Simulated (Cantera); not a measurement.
**Adiabatic ignition**

An adiabatic, constant-pressure homogeneous reactor starts with 49.2 % H2, 10.7 % O2, 40.2 % N2, equivalence ratio 2.3, at 1473 K and 25.0 bar.

Cantera simulation using the H2/O2 subset of GRI-Mech 3.0, which has no nitrogen chemistry; the numbers are that mechanism's predictions, not measurements. The hydrogen kinetics of GRI-Mech 3.0 are dated; newer H2 mechanisms differ, most at raised pressure. The pressure lies above the range GRI-Mech 3.0 was tuned for (to about 10 atm).

```csv
t (s),T (K),x H2,x O2,x H2O,x OH,x H2O2,x O,x HO2
7.00e-6,2887,0.305,2.20e-5,0.234,0.00286,7.98e-8,7.15e-5,1.21e-7
1.80e-5,2887,0.305,2.18e-5,0.234,0.00285,7.94e-8,7.12e-5,1.20e-7
4.65e-5,2887,0.305,2.18e-5,0.234,0.00285,7.94e-8,7.12e-5,1.20e-7
0.000120,2887,0.305,2.18e-5,0.234,0.00285,7.94e-8,7.12e-5,1.20e-7
0.000309,2887,0.305,2.18e-5,0.234,0.00285,7.94e-8,7.12e-5,1.20e-7
0.000795,2887,0.305,2.18e-5,0.234,0.00285,7.94e-8,7.12e-5,1.20e-7
0.00205,2887,0.305,2.18e-5,0.234,0.00285,7.94e-8,7.12e-5,1.20e-7
0.00528,2887,0.305,2.18e-5,0.234,0.00285,7.94e-8,7.12e-5,1.20e-7
0.0136,2887,0.305,2.18e-5,0.234,0.00285,7.94e-8,7.12e-5,1.20e-7
0.0351,2887,0.305,2.18e-5,0.234,0.00285,7.94e-8,7.12e-5,1.20e-7
0.0904,2887,0.305,2.18e-5,0.234,0.00285,7.94e-8,7.12e-5,1.20e-7
0.233,2887,0.305,2.18e-5,0.234,0.00285,7.94e-8,7.12e-5,1.20e-7
0.600,2887,0.305,2.18e-5,0.234,0.00285,7.94e-8,7.12e-5,1.20e-7
```
x: mole fraction; the columns are a selection and need not sum to one.

```yaml
time_of_steepest_temperature_rise: 1.15 µs
temperature at 0.600 s: 2887 K
equilibrium_temperature: 2887 K
x(H2) at 0.600 s: 0.305 (gas-phase equilibrium 0.305)
x(O2) at 0.600 s: 2.18e-5 (gas-phase equilibrium 2.18e-5)
x(H2O) at 0.600 s: 0.234 (gas-phase equilibrium 0.234)
```
